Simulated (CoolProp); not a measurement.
Vapour-liquid equilibrium of R143a (1) + isobutene (2) at 291.9 K; x and y are mole fractions of (1).

Values from CoolProp's multi-fluid Helmholtz-energy mixture model, Lemmon and Jacobsen 2000 and Lemmon 2005; pair parameters Bell 2016.

| x | bubble pressure (MPa) | y at the bubble point | dew pressure at overall composition x (MPa) | liquid density (mol/L) |
|---|---|---|---|---|
| 0.05 | 0.3448 | 0.285 | 0.2639 | 10.65 |
| 0.15 | 0.4913 | 0.522 | 0.2934 | 10.69 |
| 0.25 | 0.5994 | 0.629 | 0.3300 | 10.74 |
| 0.35 | 0.6834 | 0.695 | 0.3762 | 10.79 |
| 0.45 | 0.7530 | 0.744 | 0.4364 | 10.84 |
| 0.55 | 0.8148 | 0.786 | 0.5166 | 10.90 |
| 0.65 | 0.8729 | 0.827 | 0.6245 | 10.97 |
| 0.75 | 0.9296 | 0.869 | 0.7617 | 11.06 |
| 0.85 | 0.9858 | 0.916 | 0.9046 | 11.16 |
| 0.95 | 1.041 | 0.970 | 1.022 | 11.29 |

No azeotrope shows between x = 0.05 and 0.95.

Pair parameters are fitted to limited data, so mixtures are less certain than the pure fluids.
